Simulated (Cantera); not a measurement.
An isothermal, constant-pressure homogeneous reactor starts with CH₄ : H₂ = 1 : 1.3 (molar parts), at 1725 K and 1.95 Torr. Integrator tolerance rtol = 1e-08.

Cantera simulation using GRI-Mech 3.0 (53 species, 325 reactions); the numbers are that mechanism's predictions, not measurements. GRI-Mech 3.0 stops at C3 and has no aromatics, soot or wall deposition, so with more carbon than oxygen in the feed, carbon stays in small species such as C2H2 where larger ones or solid carbon would form. Radical loss at walls, strong at low pressure, is not modelled.

### Question
What does this change do: pressure from 1.95 Torr to 100.0 Torr?

### Answer
| quantity | before | after |
|---|---|---|
| x(CH₄) at 1.00 s | 0.0560 (gas-phase equilibrium 8.11e-5) | 0.00736 (gas-phase equilibrium 0.00413) |
| x(H₂) at 1.00 s | 0.810 (gas-phase equilibrium 0.845) | 0.843 (gas-phase equilibrium 0.845) |
| x(CH₂) at 1.00 s | 2.13e-6 (gas-phase equilibrium 2.76e-8) | 4.72e-8 (gas-phase equilibrium 2.74e-8) |
| x(C₂H₆) at 1.00 s | 7.29e-6 (gas-phase equilibrium 5.69e-11) | 3.30e-7 (gas-phase equilibrium 1.48e-7) |
| x(C₂H₄) at 1.00 s | 0.000447 (gas-phase equilibrium 1.33e-5) | 0.000669 (gas-phase equilibrium 0.000672) |

### Question
What does this change do: pressure from 1.95 Torr to 20.0 Torr?

### Answer
```tsv
quantity	before	after
x(CH₄) at 1.00 s	0.0560 (gas-phase equilibrium 8.11e-5)	0.0107 (gas-phase equilibrium 0.000834)
x(H₂) at 1.00 s	0.810 (gas-phase equilibrium 0.845)	0.840 (gas-phase equilibrium 0.847)
x(CH₂) at 1.00 s	2.13e-6 (gas-phase equilibrium 2.76e-8)	2.89e-7 (gas-phase equilibrium 2.76e-8)
x(C₂H₆) at 1.00 s	7.29e-6 (gas-phase equilibrium 5.69e-11)	5.60e-7 (gas-phase equilibrium 6.00e-9)
x(C₂H₄) at 1.00 s	0.000447 (gas-phase equilibrium 1.33e-5)	0.000147 (gas-phase equilibrium 0.000136)
```

### Question
What does this change do: temperature 1725 to 1898 K?

### Answer
| quantity | before | after |
|---|---|---|
| x(CH₄) at 1.00 s | 0.0560 (gas-phase equilibrium 8.11e-5) | 0.00385 (gas-phase equilibrium 2.23e-5) |
| x(H₂) at 1.00 s | 0.810 (gas-phase equilibrium 0.845) | 0.840 (gas-phase equilibrium 0.835) |
| x(CH₂) at 1.00 s | 2.13e-6 (gas-phase equilibrium 2.76e-8) | 4.69e-6 (gas-phase equilibrium 1.54e-7) |
| x(C₂H₆) at 1.00 s | 7.29e-6 (gas-phase equilibrium 5.69e-11) | 8.98e-8 (gas-phase equilibrium 6.90e-12) |
| x(C₂H₄) at 1.00 s | 0.000447 (gas-phase equilibrium 1.33e-5) | 1.43e-5 (gas-phase equilibrium 3.99e-6) |
